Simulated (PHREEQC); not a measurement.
## Ultrapure water in contact with air or piping: speciation

Model water analysis in mg/L, 25 °C, pH 6.36, pe 2:

```tsv
constituent	mg/L
Na	0.0462
K	0.00104
Ca	0.00811
Mg	0.014
Cl	0.0971
S(6) as SO4	0.0191
Alkalinity as HCO3	0.033
F	0.00214
Br	2.9e-05
B	0.000753
Mn(2)	0.000187
Fe(2)	0.000559
```

Valence states are taken as typed.

Computed with PHREEQC (ion-association model, phreeqc.dat).

Each row changes one thing in this solution. This is a speciation only: nothing precipitates in the calculation.

| case | ionic strength (mol/kgw) | HCO3- (mol/kgw) | CO2 (mol/kgw) | CO3-2 (mol/kgw) | H2BO3- (mol/kgw) | HF (mol/kgw) | SI of Siderite (FeCO3) | SI of Rhodochrosite (MnCO3) |
|---|---|---|---|---|---|---|---|---|
| as made | 5.13e-6 | 9.55e-7 | 9.35e-7 | 1.03e-10 | 9.20e-11 | 7.35e-11 | -7.10 | -7.33 |
| pH from 6.36 to 5.86 at the same alkalinity | 6.08e-6 | 1.92e-6 | 5.93e-6 | 6.57e-11 | 2.91e-11 | (withheld) | -7.30 | -7.53 |
| pH from 6.36 to 5.5 at the same alkalinity | (withheld) | (withheld) | 2.63e-5 | 5.56e-11 | 1.27e-11 | 5.30e-10 | -7.38 | -7.60 |
| all concentrations times 3 at the same typed pH | 1.45e-5 | 2.04e-6 | 1.99e-6 | 2.22e-10 | 2.76e-10 | 2.20e-10 | -6.30 | -6.53 |
| Br from 2.9e-05 to 8.7e-05 mg/L | 5.13e-6 | 9.55e-7 | 9.35e-7 | 1.03e-10 | 9.20e-11 | 7.35e-11 | -7.10 | -7.33 |

**Question.** Fill in the missing entries.

**Answer.** 
- pH from 6.36 to 5.86 at the same alkalinity, HF (mol/kgw): 2.32e-10
- pH from 6.36 to 5.5 at the same alkalinity, ionic strength (mol/kgw): 7.87e-6
- pH from 6.36 to 5.5 at the same alkalinity, HCO3- (mol/kgw): 3.71e-6

Real BF4- forms and hydrolyses slowly; the run takes it at equilibrium. Fluoro complexes past AlF4- and FeF3 are missing from the database.
